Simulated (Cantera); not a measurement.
**CaCl₂ + HCl + H₂ (halide evaporation, hydrolysis and transport)**

Charge: 1 mol CaCl₂, 0.054 mol HCl, 97 mol H₂, equilibrated at 165 Torr.

Equilibrium computed with Cantera from the NASA thermochemical tables; the gas is ideal and each condensed phase is pure. Candidate condensed phases: Ca, CaCl₂; 9 gas species. Equilibrium is a limit: real reactors are often held back by kinetics, nucleation or transport.

```csv
T (K),x H₂,x CaCl₂,x H,x HCl,x CaCl,x Ca,x Cl,n CaCl₂(l)
1075,0.999,1.24e-6,3.13e-8,0.000556,<1e-12,<1e-12,1.57e-11,1.000
1225,0.999,5.58e-5,6.64e-7,0.000556,1.28e-9,2.36e-12,3.18e-10,0.995
1375,0.998,0.00103,7.30e-6,0.000556,4.09e-7,5.70e-9,3.37e-9,0.900
1525,0.989,0.0101,5.02e-5,0.000592,3.68e-5,2.45e-6,2.41e-8,0.00304
1675,0.989,0.00999,0.000246,0.000792,0.000175,3.33e-5,1.54e-7,0
1825,0.988,0.00956,0.000933,0.00134,0.000469,0.000161,9.66e-7,0
1975,0.985,0.00881,0.00289,0.00237,0.000910,0.000456,5.20e-6,0
2125,0.978,0.00770,0.00766,0.00396,0.00146,0.000986,2.27e-5,0
```
x: gas mole fraction; n: condensed amount in mol.

From 1075 K to 1525 K the condensed part is CaCl₂(l). From 1675 K to 2125 K nothing is condensed. The main Ca-bearing gas is CaCl₂ throughout.
